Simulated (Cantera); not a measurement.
Feed: 1 mol SiH2Cl2, 15 mol NH3, 1.7 mol N2, equilibrated at 0.00610 bar.

These are equilibrium values from Cantera (NASA tables, ideal gas, pure condensed phases), not measurements of a reactor. Candidate condensed phases: NH4Cl, Si, Si3N4; 28 gas species. The tables' values for SiCl3 are old estimates; treat these amounts as uncertain. The numbers say what is thermodynamically allowed, not how fast it happens. All values below are at 1423 K.

Base state: H2 0.681, N2 0.259, HCl 0.0594, SiCl2 0.000520, H 7.02e-5, SiCl3 1.23e-5 (mole fractions); condensed: Si3N4(s).

Problem. What changes in the equilibrium state with this change: NH3 from 15 to 0.67 mol?

Solution. 
```tsv
species	before	after
N2	0.259	0.337
HCl	0.0594	0.335
H2	0.681	0.281
SiCl2	0.000520	0.0336
SiCl4	1.15e-6	0.00574
SiCl3	1.23e-5	0.00698
SiHCl3	1.02e-6	0.000373
Cl	5.02e-6	4.41e-5
H	7.02e-5	4.51e-5
Si3N4(s), mol	0.327	0.264
```
